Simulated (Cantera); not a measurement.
A closed system holds: 1 mol Ta₂O₅, 0.55 mol CO, 0.15 mol H₂, at 2348.15 K and 6900 Pa.

Cantera equilibrium calculation (NASA polynomials, part measured and part estimated; ideal gas, pure solids and liquids). Candidate condensed phases: C, C₆H₆, C₇H₈, C₈H₁₈, H₂O, Ta, TaC, Ta₂O₅; 113 gas species. The numbers say what is thermodynamically allowed, not how fast it happens.

Base state: CO 0.775, H₂ 0.200, H 0.0210, TaO₂ 0.00176, H₂O 0.00110, CO₂ 0.000741, TaO 0.000402, OH 1.99e-5 (mole fractions); condensed: Ta₂O₅(l).

Q: What changes in the equilibrium state with this change: Ta₂O₅ replaced by PbO?

A: 
```tsv
species	before	after
Pb	0	0.428
CO₂	0.000741	0.240
PbO	0	0.124
CO	0.775	0.0639
O₂	3.24e-9	0.0498
OH	1.99e-5	0.0101
H₂O	0.00110	0.0730
H₂	0.200	0.00338
H	0.0210	0.00274
TaO₂	0.00176	0
TaO	0.000402	0
Pb₂	0	3.40e-5
Ta₂O₅(l), mol	0.999	0
```
Gases not in the tables: (PbO)n polymers. Further candidate phases: Pb, PbO, PbO₂, Pb₃O₄.

Q: What changes in the equilibrium state with this change: pressure from 6900 Pa to 150000 Pa?

A: 
```tsv
species	before	after
CO	0.775	0.782
H₂	0.200	0.209
H	0.0210	0.00462
TaO₂	0.00176	5.82e-5
TaO	0.000402	6.81e-6
OH	1.99e-5	8.49e-6
Ta₂O₅(l), mol	0.999	1.000
TaC(s), mol	0	0.000734
```
Mutual solubility and eutectic melting of coexisting phases are not modelled. TaC: taken at fixed stoichiometry. Condensed phases not in the tables: Ta₂C.

Q: What changes in the equilibrium state with this change: temperature from 2348.15 K to 1375 K?

A: 
```
species          before     after
-------------  --------  --------
CO                0.775     0.785
H₂                0.200     0.214
CO₂            0.000741  0.000718
H                0.0210   6.03e-6
TaO₂            0.00176     <1e-9
TaO            0.000402     <1e-9
OH              1.99e-5     <1e-9
H₂O             0.00110  0.000404
Ta₂O₅(l), mol     0.999         0
TaC(s), mol           0  0.000224
Ta₂O₅(s), mol         0     1.000
```
Mutual solubility and eutectic melting of coexisting phases are not modelled. TaC: taken at fixed stoichiometry. Condensed phases not in the tables: Ta₂C.
